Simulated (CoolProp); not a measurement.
Nitrous oxide along the isotherm 226.85 °C: fugacity coefficient from the reference equation and from simpler models built on Tc = 36.4 °C, pc = 7245 kPa, ω = 0.161; each cubic takes its own stable root.

The numbers come from the reference Helmholtz-energy equation of state, Lemmon 2006 in CoolProp. It is a short technical equation, of lower accuracy than the large ones.

| p (kPa) | phase | reference | van der Waals | Peng-Robinson |
|---|---|---|---|---|
| 3620 | gas | 0.9700 | 0.9587 | 0.9651 |
| 7240 | gas | 0.9419 | 0.9190 | 0.9336 |
| 10900 | supercritical | 0.9155 | 0.8810 | 0.9052 |
| 14500 | supercritical | 0.8916 | 0.8462 | 0.8806 |
| 18100 | supercritical | 0.8698 | 0.8144 | 0.8592 |
| 21700 | supercritical | 0.8503 | 0.7866 | 0.8407 |
| 25400 | supercritical | 0.8328 | 0.7625 | 0.8247 |
| 29000 | supercritical | 0.8182 | 0.7435 | 0.8116 |
| 32600 | supercritical | 0.8059 | 0.7288 | 0.8009 |
| 36200 | supercritical | 0.7959 | 0.7178 | 0.7923 |
